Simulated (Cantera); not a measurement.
A Cantera script and its output.

```python
import numpy as np
import cantera as ct

gas = ct.Solution("h2o2.yaml")
gas.TPX = 1400, 2500, {'H2': 0.44, 'O2': 1, 'N2': 0.74}
reactor = ct.IdealGasConstPressureReactor(gas, energy="off", clone=False)
net = ct.ReactorNet([reactor])
net.rtol, net.atol = 1e-08, 1e-18
show = ['H2', 'O2', 'OH', 'H2O', 'H2O2', 'HO2', 'O']
times = np.geomspace(9e-05, 100, 9)

steps = ct.SolutionArray(gas, extra=["t"])
rows = []
print(f"{'t/s':>10s}{'T/K':>9s}{'P/Pa':>11s}" + "".join(f"{s:>11s}" for s in show))
for t in times:
    while net.time < t:
        t_next = net.step()
        steps.append(gas.state, t=t_next)
    rows.append([np.interp(t, steps.t, y) for y in (steps.T, steps.P, *steps(*show).X.T)])
    print(f"{t:10.3e}{rows[-1][0]:9.1f}{rows[-1][1]:11.4g}" + "".join(f"{x:11.3e}" for x in rows[-1][2:]))
rate = np.gradient(steps.T, steps.t)
print("integrator steps:", len(steps.t))
if steps.T.max() > steps.T[0] + 200:
    print(f"time of steepest temperature rise: {steps.t[rate.argmax()]:.4e} s")
gas.TPX = 1400, 2500, {'H2': 0.44, 'O2': 1, 'N2': 0.74}
gas.equilibrate("TP")
print(f"equilibrium (TP): T = {gas.T:.1f} K  " + "  ".join(f"{s} {gas[s].X[0]:.3e}" for s in show))
```

Result:

```
       t/s      T/K       P/Pa         H2         O2         OH        H2O       H2O2        HO2          O
 9.000e-05   1400.0       2500  2.018e-01  4.587e-01  6.534e-07  2.281e-06  2.162e-09  3.654e-07  8.407e-07
 5.128e-04   1400.0       2500  1.793e-02  3.496e-01  1.602e-02  1.399e-01  3.202e-07  5.713e-06  6.382e-02
 2.922e-03   1400.0       2500  1.208e-02  3.561e-01  1.401e-02  1.628e-01  3.156e-07  6.121e-06  5.446e-02
 1.665e-02   1400.0       2500  3.708e-03  3.861e-01  8.053e-03  2.096e-01  2.931e-07  5.902e-06  1.410e-02
 9.487e-02   1400.0       2500  1.344e-04  3.971e-01  1.552e-03  2.234e-01  6.266e-08  9.476e-07  4.937e-04
 5.406e-01   1400.0       2500  7.529e-06  3.978e-01  3.695e-04  2.243e-01  9.713e-09  1.041e-07  2.784e-05
 3.080e+00   1400.0       2500  1.232e-06  3.979e-01  1.498e-04  2.244e-01  2.774e-09  8.311e-08  4.577e-06
 1.755e+01   1400.0       2500  1.023e-06  3.979e-01  1.365e-04  2.244e-01  2.503e-09  8.694e-08  3.800e-06
 1.000e+02   1400.0       2500  1.023e-06  3.979e-01  1.365e-04  2.244e-01  2.503e-09  8.694e-08  3.800e-06
integrator steps: 2005
equilibrium (TP): T = 1400.0 K  H2 1.023e-06  O2 3.979e-01  OH 1.365e-04  H2O 2.244e-01  H2O2 2.503e-09  HO2 8.694e-08  O 3.800e-06
```

Cantera simulation using the H2/O2 subset of GRI-Mech 3.0, which has no nitrogen chemistry; the numbers are that mechanism's predictions, not measurements. Radical loss at walls, strong at low pressure, is not modelled. The temperature is held fixed by assumption; the heat of reaction is taken as removed at once.
